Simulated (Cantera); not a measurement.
Cantera run, input and output.

```python
import numpy as np
import cantera as ct

gas = ct.Solution("h2o2.yaml")
gas.TPX = 975, 100000, {'H2': 1, 'O2': 0.82, 'N2': 3.08, 'H2O': 0.17}
reactor = ct.IdealGasReactor(gas, energy="on", clone=False)
net = ct.ReactorNet([reactor])
net.rtol, net.atol = 1e-08, 1e-16
show = ['H2', 'O2', 'H2O', 'HO2', 'O', 'H2O2']
times = np.geomspace(7e-06, 0.2, 12)

steps = ct.SolutionArray(gas, extra=["t"])
rows = []
print(f"{'t/s':>10s}{'T/K':>9s}{'P/Pa':>11s}" + "".join(f"{s:>11s}" for s in show))
for t in times:
    while net.time < t:
        t_next = net.step()
        steps.append(gas.state, t=t_next)
    rows.append([np.interp(t, steps.t, y) for y in (steps.T, steps.P, *steps(*show).X.T)])
    print(f"{t:10.3e}{rows[-1][0]:9.1f}{rows[-1][1]:11.4g}" + "".join(f"{x:11.3e}" for x in rows[-1][2:]))
rate = np.gradient(steps.T, steps.t)
print("integrator steps:", len(steps.t))
if steps.T.max() > steps.T[0] + 200:
    print(f"time of steepest temperature rise: {steps.t[rate.argmax()]:.4e} s")
gas.TPX = 975, 100000, {'H2': 1, 'O2': 0.82, 'N2': 3.08, 'H2O': 0.17}
gas.equilibrate("UV")
print(f"equilibrium (UV): T = {gas.T:.1f} K  " + "  ".join(f"{s} {gas[s].X[0]:.3e}" for s in show))
```

Output:

```
       t/s      T/K       P/Pa         H2         O2        H2O        HO2          O       H2O2
 7.000e-06    975.0      1e+05  1.972e-01  1.617e-01  3.353e-02  1.197e-10  7.534e-12  4.188e-14
 1.779e-05    975.0      1e+05  1.972e-01  1.617e-01  3.353e-02  4.282e-10  2.099e-11  3.556e-13
 4.521e-05    975.0      1e+05  1.972e-01  1.617e-01  3.353e-02  1.753e-09  4.744e-11  3.496e-12
 1.149e-04    975.0      1e+05  1.972e-01  1.617e-01  3.353e-02  7.336e-09  8.439e-11  3.701e-11
 2.920e-04    975.0      1e+05  1.972e-01  1.617e-01  3.353e-02  2.743e-08  1.190e-10  3.679e-10
 7.422e-04    975.0      1e+05  1.972e-01  1.617e-01  3.353e-02  9.741e-08  1.889e-10  3.339e-09
 1.886e-03    975.0      1e+05  1.972e-01  1.617e-01  3.353e-02  4.730e-07  5.831e-10  3.525e-08
 4.794e-03    975.1      1e+05  1.972e-01  1.617e-01  3.354e-02  8.284e-06  1.123e-08  1.375e-06
 1.218e-02   2554.1  2.383e+05  4.671e-03  6.649e-02  2.403e-01  1.333e-05  3.160e-03  7.554e-07
 3.096e-02   2554.1  2.383e+05  4.671e-03  6.649e-02  2.403e-01  1.333e-05  3.160e-03  7.554e-07
 7.869e-02   2554.1  2.383e+05  4.671e-03  6.649e-02  2.403e-01  1.333e-05  3.160e-03  7.554e-07
 2.000e-01   2554.1  2.383e+05  4.671e-03  6.649e-02  2.403e-01  1.333e-05  3.160e-03  7.554e-07
integrator steps: 1390
time of steepest temperature rise: 6.8615e-03 s
equilibrium (UV): T = 2554.1 K  H2 4.671e-03  O2 6.649e-02  H2O 2.403e-01  HO2 1.333e-05  O 3.160e-03  H2O2 7.554e-07
```

Cantera simulation using the H2/O2 subset of GRI-Mech 3.0, which has no nitrogen chemistry; the numbers are that mechanism's predictions, not measurements.
